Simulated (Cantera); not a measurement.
A closed system holds: 1 mol B, 3.3 mol H2O, 9.2 mol H2, equilibrated at 950 °C and 75.0 Torr.

These are equilibrium values from Cantera (NASA tables, ideal gas, pure condensed phases), not measurements of a reactor. Candidate condensed phases: B, B2O3, B3O3H3, H2O; 23 gas species. Gases not in the tables: H3BO3. Equilibrium is a limit: real reactors are often held back by kinetics, nucleation or transport.

Base state: H2 0.855, H2O 0.143, HBO2 0.00137, (HBO2)3 0.000183 (mole fractions); condensed: B2O3(l).

### Question
What changes in the equilibrium state with this change: H2O from 3.3 to 18 mol?

### Answer
```csv
species,before,after
H2O,0.143,0.602
H2,0.855,0.393
HBO2,0.00137,0.00282
(HBO2)3,0.000183,0.00159
"B2O3(l), mol",0.488,0.397
```
